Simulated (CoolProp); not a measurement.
Vapour-liquid equilibrium of propane (1) + isopentane (2) at 273 K; x and y are mole fractions of (1).

Computed with CoolProp (multi-fluid Helmholtz-energy mixture model, Lemmon 2009 and Lemmon 2006; pair parameters Kunz 2012).

```tsv
x	bubble pressure (kPa)	y at the bubble point	dew pressure at overall composition x (kPa)	liquid density (mol/L)
0.05	62.06	0.466	(withheld)	8.969
0.125	100.0	0.687	39.02	9.137
0.2	134.9	0.782	42.50	(withheld)
0.275	167.7	0.837	46.66	9.539
0.35	199.2	0.873	51.71	9.768
0.425	(withheld)	0.899	57.97	10.01
0.5	260.4	0.920	65.94	10.27
0.575	290.7	0.937	76.41	10.55
0.65	321.2	0.951	(withheld)	10.82
0.725	(withheld)	0.963	(withheld)	11.10
0.8	383.4	0.974	144.2	11.37
0.875	415.6	0.984	(withheld)	11.63
0.95	449.0	0.994	319.2	(withheld)
```

Q: What belongs in the gaps?

A: 
- 0.05, dew pressure at overall composition x (kPa): 36.06
- 0.2, liquid density (mol/L): 9.328
- 0.425, bubble pressure (kPa): 229.9
- 0.65, dew pressure at overall composition x (kPa): 90.75
- 0.725, bubble pressure (kPa): 352.1
- 0.725, dew pressure at overall composition x (kPa): 111.6
- 0.875, dew pressure at overall composition x (kPa): 201.5
- 0.95, liquid density (mol/L): 11.86

No azeotrope shows between x = 0.05 and 0.95.

Pair parameters are fitted to limited data, so mixtures are less certain than the pure fluids. The gap from Raoult's law changes sign with composition, which may be real or a fault of the pair parameters; it wasn't checked against measurements.
